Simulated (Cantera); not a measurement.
## Thermodynamics of iron carbonyl, mercury and lead vapours, feed Fe(CO)5 + O2 + H2 + CO

Input: 1 mol Fe(CO)5, 2.6 mol O2, 0.95 mol H2, 2.4 mol CO, held at 1102 °C and 1.33 mbar.

Cantera equilibrium calculation (NASA polynomials, part measured and part estimated; ideal gas, pure solids and liquids). Candidate condensed phases: C, C6H6, C7H8, C8H18, Fe, Fe(CO)5, FeO, Fe(OH)2, Fe(OH)3, Fe2O3, Fe3O4, H2O; 114 gas species. The tables' stoichiometric FeO is somewhat more stable than real wüstite, so its field is too wide. FeO: taken at fixed stoichiometry. Rates play no part.

The x(CO) is 0.458 and the x(CO2) is 0.428. The x(H2O) is 0.0750 and the x(H2) comes out as 0.0388. The x(H) is 1.85e-5 and the x(Fe) is 1.16e-6. The n(FeO(s)) comes out as 1.000 mol and the gas amount is 8.350 mol. The log10 activity of Fe(γ) (absent) is -0.73 and the log10 activity of C(graphite) (absent) comes out as -5.84. The log10 activity of Fe(OH)2(s) (absent) is -9.44.
